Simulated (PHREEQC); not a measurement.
## Alkaline etch or developer (model solution)

Solution (25 °C): 5.2 mmol/kgw LiOH and 0.069 mmol/kgw (CH3)4NCl. Closed to the air; pH follows from the charge balance.

Computed with PHREEQC (ion-association model, wateq4f.dat).

This is a speciation only: nothing precipitates in the calculation.

### Question
Estimate the pH.

### Answer
pH 11.68.

Complexes and solids missing from the database can't appear. (CH3)4N+ isn't in the database: it is added as a free cation with an ion size of 4 Å.
